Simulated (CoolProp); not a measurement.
Properties of ethylene along the isobar 5.27 MPa (Tc = 282.4 K, pc = 5.042 MPa, ω = 0.087).

The numbers come from the reference Helmholtz-energy equation of state, Smukala 2000 in CoolProp.

```json
[
 {"T (K)": "201.7", "phase": "liquid", "cp (kJ/(kg K))": "2.472", "isothermal compressibility (1/MPa)": "0.002862", "expansivity (1/kK)": "2.926"},
 {"T (K)": "218.1", "phase": "liquid", "cp (kJ/(kg K))": "[?]", "isothermal compressibility (1/MPa)": "0.004007", "expansivity (1/kK)": "3.388"},
 {"T (K)": "234.4", "phase": "liquid", "cp (kJ/(kg K))": "2.734", "isothermal compressibility (1/MPa)": "0.006016", "expansivity (1/kK)": "4.117"},
 {"T (K)": "250.8", "phase": "liquid", "cp (kJ/(kg K))": "3.031", "isothermal compressibility (1/MPa)": "0.01030", "expansivity (1/kK)": "[?]"},
 {"T (K)": "267.1", "phase": "liquid", "cp (kJ/(kg K))": "3.736", "isothermal compressibility (1/MPa)": "0.02369", "expansivity (1/kK)": "[?]"},
 {"T (K)": "283.5", "phase": "supercritical", "cp (kJ/(kg K))": "20.80", "isothermal compressibility (1/MPa)": "0.7306", "expansivity (1/kK)": "115.7"},
 {"T (K)": "299.8", "phase": "supercritical", "cp (kJ/(kg K))": "[?]", "isothermal compressibility (1/MPa)": "[?]", "expansivity (1/kK)": "15.84"},
 {"T (K)": "316.2", "phase": "supercritical", "cp (kJ/(kg K))": "2.662", "isothermal compressibility (1/MPa)": "[?]", "expansivity (1/kK)": "[?]"}
]
```

Q: What belongs in the gaps?

A: 
- 218.1, cp (kJ/(kg K)): 2.571
- 250.8, expansivity (1/kK): 5.473
- 267.1, expansivity (1/kK): 8.963
- 299.8, cp (kJ/(kg K)): 3.572
- 299.8, isothermal compressibility (1/MPa): 0.3703
- 316.2, isothermal compressibility (1/MPa): 0.2874
- 316.2, expansivity (1/kK): 9.378

The peak of cp marks the crossing from liquid-like to gas-like fluid above the critical point.
